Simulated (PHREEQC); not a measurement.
A PHREEQC speciation (ion-association model, wateq4f.dat) at 25 °C gives pH 4.36 and these molalities:

```tsv
species	mol/kgw
CuSO4	0.317
Cu+2	0.251
SO4-2	0.250
Cl-	0.0132
Na+	0.0124
NaSO4-	0.00260
CuCl+	0.00181
HSO4-	0.000260
Cu2(OH)2+2	0.000149
H+	5.86e-5
CuOH+	1.93e-5
CuCl2	3.65e-6
```

Q: What are the element totals, and what could have been dissolved in 1 kg of water to give them?

A: This is not unique; one that fits is totals Cl 0.0150, Cu(2) 0.570, Na 0.0150, S(6) 0.570 mol/kgw, from 0.57 mol/kgw CuSO4 and 0.015 mol/kgw NaCl.

This is a speciation only: nothing precipitates in the calculation. Examples of supersaturated solids here: Antlerite, Brochantite. Others may be too. The ionic strength is past about 0.7 mol/kgw, beyond the range of this activity model, so the values are rough. Species that the database lacks are ignored.
